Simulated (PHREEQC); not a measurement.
Dissolve 0.48 mmol/kgw Na2SeO4 and 71 mmol/kgw NH3 at 65 °C. Closed to the air; pH follows from the charge balance.

All values are PHREEQC results (ion-association model, wateq4f.dat), not measurements.

No solid was allowed to form.

What pH, ionic strength does the model give?

pH 9.97; ionic strength 0.00262 mol/kgw.

In which forms is N present?

NH3 98 %, NH4+ 1.7 % of the N.

Complexes and solids missing from the database can't appear. Away from 25 °C the constants follow the database's enthalpies or fits; those with neither stay at their 25 °C values.
